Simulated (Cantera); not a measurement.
Thermodynamics of chlorosilane synthesis and conversion, feed Si + H₂ + Cl₂

Input: 1 mol Si, 4.6 mol H₂, 0.63 mol Cl₂, at 1.00 bar.

These are equilibrium values from Cantera (NASA tables, ideal gas, pure condensed phases), not measurements of a reactor. Candidate condensed phases: Si; 19 gas species. The tables' values for SiCl₃ are old estimates; treat these amounts as uncertain. The numbers say what is thermodynamically allowed, not how fast it happens.

From 573 K to 1573 K the condensed part is Si(s). The main Si-bearing gas is SiCl₄ at 573 K and SiCl₂ at 1573 K. The share of Si in condensed phases is highest at 1373 K (70.1 %) and lowest at 573 K (64.1 %).

| T (K) | x H₂ | x HCl | x SiCl₂ | x SiCl₄ | x SiHCl₃ | x SiCl₃ | x SiH₂Cl₂ | x SiH₃Cl | n Si(s) |
|---|---|---|---|---|---|---|---|---|---|
| 573 | 0.926 | 1.52e-5 | 9.36e-11 | 0.0389 | 0.0335 | 4.01e-8 | 0.00132 | 9.89e-6 | 0.641 |
| 673 | 0.926 | 0.000144 | 1.42e-8 | 0.0396 | 0.0322 | 1.10e-6 | 0.00161 | 1.69e-5 | 0.642 |
| 773 | 0.926 | 0.000757 | 5.80e-7 | 0.0403 | 0.0310 | 1.27e-5 | 0.00184 | 2.46e-5 | 0.644 |
| 873 | 0.925 | 0.00269 | 9.93e-6 | 0.0405 | 0.0298 | 8.27e-5 | 0.00200 | 3.22e-5 | 0.647 |
| 973 | 0.922 | 0.00730 | 9.29e-5 | 0.0400 | 0.0284 | 0.000360 | 0.00210 | 3.94e-5 | 0.653 |
| 1073 | 0.915 | 0.0162 | 0.000557 | 0.0382 | 0.0265 | 0.00115 | 0.00214 | 4.55e-5 | 0.664 |
| 1173 | 0.904 | 0.0306 | 0.00235 | 0.0342 | 0.0236 | 0.00286 | 0.00208 | 4.98e-5 | 0.679 |
| 1273 | 0.888 | 0.0503 | 0.00738 | 0.0274 | 0.0193 | 0.00556 | 0.00189 | 5.14e-5 | 0.693 |
| 1373 | 0.868 | 0.0726 | 0.0175 | 0.0183 | 0.0138 | 0.00830 | 0.00155 | 4.95e-5 | 0.701 |
| 1473 | 0.849 | 0.0919 | 0.0313 | 0.00940 | 0.00816 | 0.00927 | 0.00111 | 4.41e-5 | 0.697 |
| 1573 | 0.836 | 0.104 | 0.0438 | 0.00378 | 0.00403 | 0.00793 | 0.000707 | 3.70e-5 | 0.689 |
x: gas mole fraction; n: condensed amount in mol.
